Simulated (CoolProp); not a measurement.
A single-stage vapour-compression cycle with CH2F2 (R32): evaporating at 248.15 K (dew point), condensing at 268.15 K (bubble point), superheat 5 K, subcooling 8 K, compressor efficiency 0.8, no pressure losses. Each further row changes one setting.

The numbers come from the reference Helmholtz-energy equation of state, Tillner-Roth 1997 in CoolProp.

```tsv
case	cooling COP	pressure ratio	discharge temperature (K)	refrigerating effect (kJ/kg)	volumetric capacity (kJ/m³)
as stated	9.30	2.06	301.0	336	3020
evaporating temperature 253.15 K	12.9	1.70	293.1	338	3660
condensing temperature 263.15 K	12.7	1.74	289.3	344	3100
subcooling 13 K	9.54	2.06	301.0	344	3100
superheat 15 K	9.09	2.06	312.7	345	2950
compressor efficiency 0.7	8.14	2.06	306.1	336	3020
```
